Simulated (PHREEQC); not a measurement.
0.22 g of hydrous ferric oxide (600 m²/g; 0.2 weak and 0.005 strong sites per Fe, Dzombak-Morel constants, diffuse double layer) in 1 kg of water with 0.3 mol/kgw of an inert sodium salt, at 25 °C; the pH is set by adding NaOH or the inert anion's acid. Oxygen is held at 0.21 atm. No CO2 enters from the air. Nothing may precipitate in this run.

The numbers come from PHREEQC with the ion-association model, wateq4f.dat.

```tsv
pH	surface charge σ (C/m²)	surface potential ψ (mV)
3	0.368	126
3.5	0.363	125
4	0.349	123
4.5	0.318	118
5	___	110
5.5	0.210	98
6.5	0.106	___
7	___	46
7.5	0.034	26
8	0.006	5
8.5	-0.021	-17
9	-0.051	-38
```

### Question
Complete the blanks.

### Answer

- 5, surface charge σ (C/m²): 0.269
- 6.5, surface potential ψ (mV): 65
- 7, surface charge σ (C/m²): 0.066

The oxide is taken as insoluble; below pH 4 it would dissolve.
